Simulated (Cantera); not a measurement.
A closed system holds: 1 mol Si₃N₄, 0.0041 mol H₂O, 5.4 mol N₂, held at 70.0 Pa.

Method: chemical equilibrium by Gibbs-energy minimisation in Cantera with the NASA 1993 tables (ideal gas, pure condensed phases). Candidate condensed phases: H₂O, Si, SiO₂, Si₂N₂O, Si₃N₄; 35 gas species. Mutual solubility and eutectic melting of coexisting phases are not modelled. Rates play no part.

### Question
Which condensed phases are stable at each of these points (T (K)): 1400, 1450, 1500, 1550, 1600, 1650, 1700, 1750, 1800, 1850, 1900, 1950, 2000, 2050?

### Answer
| T (K) | condensed phases | Si condensed (%) |
|---|---|---|
| 1400 | Si₂N₂O(s) + Si₃N₄(s) | 100.0 |
| 1450 | Si₂N₂O(s) + Si₃N₄(s) | 100.0 |
| 1500 | Si₂N₂O(s) + Si₃N₄(s) | 99.9 |
| 1550 | Si₃N₄(s) | 99.9 |
| 1600 | Si₃N₄(s) | 99.8 |
| 1650 | Si₃N₄(s) | 99.8 |
| 1700 | Si(l) | 99.6 |
| 1750 | Si(l) | 99.3 |
| 1800 | Si(l) | 98.7 |
| 1850 | Si(l) | 97.4 |
| 1900 | Si(l) | 95.1 |
| 1950 | Si(l) | 90.7 |
| 2000 | Si(l) | 82.6 |
| 2050 | Si(l) | 67.6 |

From 1400 K to 1500 K the condensed part is Si₂N₂O(s) + Si₃N₄(s). From 1550 K to 1650 K the condensed part is Si₃N₄(s). From 1700 K to 2050 K the condensed part is Si(l).
